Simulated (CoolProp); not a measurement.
Saturation properties of fluoroethane (R161) (Tc = 375.2 K, pc = 5.010 MPa, ω = 0.216).

Model: reference Helmholtz-energy equation of state, Wu 2012, in CoolProp.

```tsv
T (K)	p (MPa)	enthalpy of vaporisation (kJ/kg)	vapour Z
211.9	0.02962	449.1	0.9867
221.6	0.05083	439.4	0.9798
231.2	0.08243	429.5	0.9709
240.9	(withheld)	(withheld)	0.9595
250.5	(withheld)	408.1	0.9457
260.2	(withheld)	396.3	0.9291
269.8	0.3905	383.6	0.9098
279.5	0.5357	369.9	0.8873
289.1	(withheld)	355.1	(withheld)
298.8	0.9410	338.8	(withheld)
```

Q: What belongs in the gaps?

A: 
- 240.9, p (MPa): 0.1285
- 240.9, enthalpy of vaporisation (kJ/kg): 419.1
- 250.5, p (MPa): 0.1919
- 260.2, p (MPa): 0.2783
- 289.1, p (MPa): 0.7162
- 289.1, vapour Z: 0.8619
- 298.8, vapour Z: 0.8328

It boils at 235.6 K under 1 atm.
